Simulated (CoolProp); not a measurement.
The fluid at 293.15 K and 5.83 MPa is throttled through a valve to 3.49 MPa with no heat exchange. The same conditions are run with several fluids, on thermodynamics alone (safety and materials aside).

Model: reference Helmholtz-energy equation of state of each fluid (the fluoroketone C6F12O (FK-5-1-12): McLinden 2015; CH3F (R41): Lemmon 2006; cyclohexane: Zhou 2014; tetrahydrofuran: Fiedler 2023; isohexane: Lemmon 2006), in CoolProp.

```
fluid                                temperature change (K)  final density (kg/m³)
-----------------------------------  ----------------------  ---------------------
the fluoroketone C6F12O (FK-5-1-12)                       …                      …
CH3F (R41)                                             -1.6                    609
cyclohexane                                            +1.1                      …
tetrahydrofuran                                        +1.0                      …
isohexane                                              +1.0                      …
```

Question: Fill in the missing entries.

Answer: 
- the fluoroketone C6F12O (FK-5-1-12), temperature change (K): +0.7
- the fluoroketone C6F12O (FK-5-1-12), final density (kg/m³): 1630
- cyclohexane, final density (kg/m³): 780
- tetrahydrofuran, final density (kg/m³): 889
- isohexane, final density (kg/m³): 656
